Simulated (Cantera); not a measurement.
Input: 1 mol Si3N4, 69 mol HCl, 17 mol H2, equilibrated at 1225 °C and 0.0650 bar.

These are equilibrium values from Cantera (NASA tables, ideal gas, pure condensed phases), not measurements of a reactor. Candidate condensed phases: NH4Cl, Si, Si3N4; 28 gas species. The tables' values for SiCl3 are old estimates; treat these amounts as uncertain. The numbers say what is thermodynamically allowed, not how fast it happens.

Base state: HCl 0.686, H2 0.255, N2 0.0233, SiCl4 0.0193, SiCl2 0.00792, SiCl3 0.00692, SiHCl3 0.000739, Cl 7.38e-5 (mole fractions); condensed: gas only.

Problem. What changes in the equilibrium state with this change: HCl from 69 to 16 mol?

Solution. 
```tsv
species	before	after
H2	0.255	0.577
HCl	0.686	0.322
N2	0.0233	0.0402
SiCl2	0.00792	0.0387
SiCl4	0.0193	0.00919
SiCl3	0.00692	0.0106
SiH2Cl2	4.49e-6	4.97e-5
Cl	7.38e-5	2.30e-5
SiHCl3	0.000739	0.00170
Si3N4(s), mol	0	0.321
```

Problem. What changes in the equilibrium state with this change: HCl from 69 to 1.6 mol?

Solution. 
```
species          before     after
-------------  --------  --------
H2                0.255     0.917
HCl               0.686    0.0730
SiCl2           0.00792   0.00574
SiCl4            0.0193   4.41e-5
N2               0.0233   0.00409
SiCl3           0.00692  0.000282
Cl              7.38e-5   4.14e-6
SiHCl3         0.000739   5.70e-5
SiH2Cl2         4.49e-6   1.17e-5
H               3.41e-5   6.45e-5
Si3N4(s), mol         0     0.962
```

Problem. What changes in the equilibrium state with this change: temperature from 1225 °C to 1577 °C?

Solution. 
```json
[
 {"species": "HCl", "before": "0.686", "after": "0.708"},
 {"species": "H2", "before": "0.255", "after": "0.231"},
 {"species": "SiCl2", "before": "0.00792", "after": "0.0287"},
 {"species": "SiCl4", "before": "0.0193", "after": "0.000988"},
 {"species": "N2", "before": "0.0233", "after": "0.0228"},
 {"species": "SiCl", "before": "5.31e-8", "after": "1.11e-5"},
 {"species": "Cl", "before": "7.38e-5", "after": "0.00236"},
 {"species": "H", "before": "3.41e-5", "after": "0.00102"},
 {"species": "SiHCl3", "before": "0.000739", "after": "9.13e-5"},
 {"species": "SiCl3", "before": "0.00692", "after": "0.00439"}
]
```
The tables' values for SiCl3, SiCl are old estimates; treat these amounts as uncertain.
